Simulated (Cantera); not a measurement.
Charge: 1 mol Si2Cl6, a varied amount of HCl, 11 mol H2, equilibrated at 1125 K and 0.100 bar.

Points: n(HCl) (mol) = 0.033, 0.085, 0.14, 0.19, 0.24, 0.29, 0.34, 0.39, 0.45, 0.5, 0.55, 0.6, 0.65.

Cantera's Mixture.equilibrate('TP', solver="vcs", rtol=1e-11, max_steps=5000) on the NASA tables stopped like this:

```
ERROR: FAILURE its = 5001!

*******************************************************************************
CanteraError thrown by MultiPhase::equilibrate:
VCS solver failed. Return code: -1
*******************************************************************************
```

Task: What got this run through?

Result: One answer among several that fit: The failure is numerical, not chemical. The same input converged with solver="gibbs", rtol=1e-10, max_steps=50000, and the result passed a check of the equilibrium conditions:
```
T = 1125 K  P = 10000 Pa  n(HCl) = 0.033 mol  gas = 12.65 mol
   x: H2 8.340e-01  SiCL4 8.092e-02  HCL 4.768e-02  SiHCL3 2.458e-02  SiCL3 6.163e-03  SiCL2 5.776e-03  SiH2CL2 9.165e-04
   condensed (mol): Si(cr) 0.5029
T = 1125 K  P = 10000 Pa  n(HCl) = 0.085 mol  gas = 12.69 mol
   x: H2 8.332e-01  SiCL4 8.145e-02  HCL 4.774e-02  SiHCL3 2.469e-02  SiCL3 6.193e-03  SiCL2 5.795e-03  SiH2CL2 9.186e-04
   condensed (mol): Si(cr) 0.4895
T = 1125 K  P = 10000 Pa  n(HCl) = 0.14 mol  gas = 12.73 mol
   x: H2 8.324e-01  SiCL4 8.200e-02  HCL 4.779e-02  SiHCL3 2.481e-02  SiCL3 6.225e-03  SiCL2 5.814e-03  SiH2CL2 9.209e-04
   condensed (mol): Si(cr) 0.4754
T = 1125 K  P = 10000 Pa  n(HCl) = 0.19 mol  gas = 12.77 mol
   x: H2 8.317e-01  SiCL4 8.250e-02  HCL 4.785e-02  SiHCL3 2.491e-02  SiCL3 6.253e-03  SiCL2 5.832e-03  SiH2CL2 9.229e-04
   condensed (mol): Si(cr) 0.4625
T = 1125 K  P = 10000 Pa  n(HCl) = 0.24 mol  gas = 12.8 mol
   x: H2 8.310e-01  SiCL4 8.300e-02  HCL 4.790e-02  SiHCL3 2.501e-02  SiCL3 6.281e-03  SiCL2 5.850e-03  SiH2CL2 9.249e-04
   condensed (mol): Si(cr) 0.4497
T = 1125 K  P = 10000 Pa  n(HCl) = 0.29 mol  gas = 12.84 mol
   x: H2 8.303e-01  SiCL4 8.349e-02  HCL 4.795e-02  SiHCL3 2.511e-02  SiCL3 6.309e-03  SiCL2 5.867e-03  SiH2CL2 9.269e-04
   condensed (mol): Si(cr) 0.4369
T = 1125 K  P = 10000 Pa  n(HCl) = 0.34 mol  gas = 12.88 mol
   x: H2 8.296e-01  SiCL4 8.398e-02  HCL 4.800e-02  SiHCL3 2.521e-02  SiCL3 6.337e-03  SiCL2 5.884e-03  SiH2CL2 9.288e-04
   condensed (mol): Si(cr) 0.424
T = 1125 K  P = 10000 Pa  n(HCl) = 0.39 mol  gas = 12.92 mol
   x: H2 8.290e-01  SiCL4 8.447e-02  HCL 4.805e-02  SiHCL3 2.531e-02  SiCL3 6.365e-03  SiCL2 5.901e-03  SiH2CL2 9.308e-04
   condensed (mol): Si(cr) 0.4112
T = 1125 K  P = 10000 Pa  n(HCl) = 0.45 mol  gas = 12.96 mol
   x: H2 8.281e-01  SiCL4 8.505e-02  HCL 4.811e-02  SiHCL3 2.543e-02  SiCL3 6.398e-03  SiCL2 5.922e-03  SiH2CL2 9.331e-04
   condensed (mol): Si(cr) 0.3957
T = 1125 K  P = 10000 Pa  n(HCl) = 0.5 mol  gas = 13 mol
   x: H2 8.275e-01  SiCL4 8.554e-02  HCL 4.816e-02  SiHCL3 2.553e-02  SiCL3 6.425e-03  SiCL2 5.939e-03  SiH2CL2 9.350e-04
   condensed (mol): Si(cr) 0.3829
T = 1125 K  P = 10000 Pa  n(HCl) = 0.55 mol  gas = 13.04 mol
   x: H2 8.268e-01  SiCL4 8.602e-02  HCL 4.821e-02  SiHCL3 2.563e-02  SiCL3 6.452e-03  SiCL2 5.955e-03  SiH2CL2 9.368e-04
   condensed (mol): Si(cr) 0.3701
T = 1125 K  P = 10000 Pa  n(HCl) = 0.6 mol  gas = 13.08 mol
   x: H2 8.261e-01  SiCL4 8.650e-02  HCL 4.825e-02  SiHCL3 2.572e-02  SiCL3 6.479e-03  SiCL2 5.972e-03  SiH2CL2 9.387e-04
   condensed (mol): Si(cr) 0.3572
T = 1125 K  P = 10000 Pa  n(HCl) = 0.65 mol  gas = 13.12 mol
   x: H2 8.255e-01  SiCL4 8.697e-02  HCL 4.830e-02  SiHCL3 2.582e-02  SiCL3 6.506e-03  SiCL2 5.988e-03  SiH2CL2 9.405e-04
   condensed (mol): Si(cr) 0.3444
```

The gas is ideal and each condensed phase is pure. The feed counts by its element totals alone. The tables' values for SiCl3 are old estimates; treat these amounts as uncertain.
